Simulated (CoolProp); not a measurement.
A simple Rankine cycle with R245ca: condensing at 302.15 K, boiler at 0.432 MPa, turbine inlet 357.7 K, turbine efficiency 0.8, pump efficiency 0.8, no recuperator. Each further row changes one setting.

The numbers come from the reference Helmholtz-energy equation of state, Zhou 2016 in CoolProp.

```json
[
 {"case": "as stated", "thermal efficiency (%)": "8.2", "net work (kJ/kg)": "20.6", "heat in (kJ/kg)": "250", "turbine exit temperature (K)": "331.5", "volume ratio over the turbine": "3.66"},
 {"case": "turbine inlet 377.7 K", "thermal efficiency (%)": "8.1", "net work (kJ/kg)": "22.1", "heat in (kJ/kg)": "272", "turbine exit temperature (K)": "351.7", "volume ratio over the turbine": "3.63"},
 {"case": "condensing temperature 294.15 K", "thermal efficiency (%)": "9.7", "net work (kJ/kg)": "25.4", "heat in (kJ/kg)": "262", "turbine exit temperature (K)": "325.9", "volume ratio over the turbine": "4.94"},
 {"case": "boiler pressure 0.302 MPa", "thermal efficiency (%)": "6.1", "net work (kJ/kg)": "15.4", "heat in (kJ/kg)": "253", "turbine exit temperature (K)": "339.2", "volume ratio over the turbine": "2.54"},
 {"case": "turbine efficiency 0.7", "thermal efficiency (%)": "7.2", "net work (kJ/kg)": "18.0", "heat in (kJ/kg)": "250", "turbine exit temperature (K)": "334.1", "volume ratio over the turbine": "3.69"}
]
```
